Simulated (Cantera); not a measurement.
What does this Cantera script print?

```python
import numpy as np
import cantera as ct

gas_names = [...]  # 123 gases of nasa_gas.yaml made of C, H, O, S
cond_names = """
    C(gr) C6H6(L) C7H8(L) C8H18(L),n-octa H2O(s) H2O(L) H2SO4(L) S(cr1) S(cr2) S(L)
""".split()


# ... load() reads the species with a 1 bar reference pressure and builds the phases ...
atoms = {
    'CS2': {'C': 1, 'S': 2},
    'SO2': {'S': 1, 'O': 2},
    'H2': {'H': 2},
}
top_T = {'C(gr)': 4500}  # K; cautious upper limits of use, not melting points


# ... equilibrate(T, P, feed) seeds the gas with the atoms and calls Mixture.equilibrate('TP', solver="vcs", rtol=1e-11, max_steps=5000) ...
results = []
T = 3225  # K
P = 4700000  # Pa
for m in [0.12, 0.17, 0.24, 0.35, 0.49, 0.7, 1]:
    feed = {'CS2': 1, 'SO2': m, 'H2': 1.4}  # mol
    mix = equilibrate(T, P, feed)
    results.append((T, P, feed, dict(zip(mix.species_names, mix.species_moles))))

top = {s: max(r[3][s] / sum(r[3][g] for g in gas_names) for r in results) for s in gas_names}
cols = sorted((s for s in top if top[s] > 0.001), key=lambda s: -top[s])[:7]
seen = [c for c in cond_names if any(r[3].get(c, 0) > 1e-12 for r in results)]
print("log10 of partial pressures in bar; condensed amounts in mol")
print(f"{'n(SO2)':>10s}" + "".join(f"{s[:9]:>10s}" for s in cols + seen))
for T, P, feed, n in results:
    ng = sum(n[g] for g in gas_names)
    print(f"{feed['SO2']:10.4g}" + "".join(f"{np.log10(max(n[s] / ng * P / 1e5, 1e-99)):10.3f}" for s in cols)
          + "".join(f"{n.get(c, 0):10.4g}" for c in seen))
```

It prints:

```
log10 of partial pressures in bar; condensed amounts in mol
    n(SO2)        H2        CO        S2        CS       H2O       CS2        SH
      0.12     1.234     0.585     0.708     0.868    -2.840     0.659     0.551
      0.17     1.214     0.723     0.774     0.785    -2.606     0.609     0.574
      0.24     1.186     0.854     0.854     0.651    -2.328     0.515     0.601
      0.35     1.143     0.989     0.957     0.366    -1.900     0.282     0.630
      0.49     1.090     1.094     1.051    -0.591    -0.844    -0.628     0.651
       0.7     0.986     1.071     1.065    -1.963     0.408    -1.993     0.606
         1     0.865     1.020     1.049    -2.396     0.660    -2.434     0.538
```

Method: chemical equilibrium by Gibbs-energy minimisation in Cantera with the NASA 1993 tables (ideal gas, pure condensed phases). The ideal-gas law is rough above about 30 bar.
